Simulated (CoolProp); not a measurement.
Model: reference Helmholtz-energy equation of state, Gao 2022, in CoolProp.

For n-perfluorohexane, give the phase and the cv (kJ/(kg K)), Joule-Thomson coefficient (K/MPa), fugacity coefficient at 372.6 K and 0.101 MPa; 380.3 K and 0.101 MPa; 388.1 K and 0.101 MPa.


- 372.6 K and 0.101 MPa: gas; cv 0.900, Joule-Thomson coefficient 14.1, fugacity coefficient 0.961
- 380.3 K and 0.101 MPa: gas; cv 0.909, Joule-Thomson coefficient 13.2, fugacity coefficient 0.964
- 388.1 K and 0.101 MPa: gas; cv 0.918, Joule-Thomson coefficient 12.4, fugacity coefficient 0.967
